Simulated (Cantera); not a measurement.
Cantera run, input and output.

```python
import numpy as np
import cantera as ct

gas = ct.Solution("gri30.yaml")
gas.TPX = 2350, 1100, {'CH4': 0.041, 'H2': 1, 'CO2': 0.018}
inlet = ct.Reservoir(gas, clone=True)

reactor = ct.IdealGasConstPressureReactor(gas, energy="off", clone=False)
exhaust = ct.Reservoir(gas, clone=True)
tau = [0.72, 0.28, 0.11, 0.041, 0.016, 0.0061, 0.0023][0]
for a, b in ((inlet, reactor), (reactor, exhaust)):
    ct.MassFlowController(a, b, mdot=lambda t: reactor.mass / tau)
net = ct.ReactorNet([reactor])
show = ['CH4', 'H2', 'CO2', 'HCO', 'C2H6', 'C2H', 'OH']

rows = []
print(f"{'tau/s':>10s}{'T/K':>9s}" + "".join(f"{s:>11s}" for s in show))
for tau in [0.72, 0.28, 0.11, 0.041, 0.016, 0.0061, 0.0023]:
    net.initial_time = 0.0
    net.advance(30 * tau)
    before = gas.X
    net.advance(40 * tau)
    drift = np.max(np.abs(gas.X - before) / (gas.X + 1e-9))
    rows.append([gas.T, *gas[show].X, drift])
    print(f"{tau:10.3e}{gas.T:9.1f}" + "".join(f"{x:11.3e}" for x in gas[show].X))
```

It prints:

```
     tau/s      T/K        CH4         H2        CO2        HCO       C2H6        C2H         OH
 7.200e-01   2350.0  2.668e-04  9.076e-01  1.784e-05  1.494e-08  1.259e-09  2.882e-05  9.449e-06
 2.800e-01   2350.0  7.135e-04  9.187e-01  5.926e-05  3.347e-08  7.171e-09  2.292e-05  2.235e-05
 1.100e-01   2350.0  1.644e-03  9.239e-01  1.694e-04  7.543e-08  3.089e-08  2.005e-05  3.807e-05
 4.100e-02   2350.0  3.652e-03  9.261e-01  4.966e-04  1.451e-07  1.231e-07  1.711e-05  4.811e-05
 1.600e-02   2350.0  7.394e-03  9.271e-01  1.397e-03  2.216e-07  4.091e-07  1.293e-05  4.665e-05
 6.100e-03   2350.0  1.403e-02  9.280e-01  3.786e-03  2.926e-07  1.153e-06  7.629e-06  3.658e-05
 2.300e-03   2350.0  2.340e-02  9.306e-01  8.559e-03  3.067e-07  2.240e-06  2.707e-06  2.148e-05
```

Model: GRI-Mech 3.0 (53 species, 325 reactions), integrated in Cantera. GRI-Mech 3.0 stops at C3 and has no aromatics, soot or wall deposition, so with more carbon than oxygen in the feed, carbon stays in small species such as C2H2 where larger ones or solid carbon would form. Radical loss at walls, strong at low pressure, is not modelled.
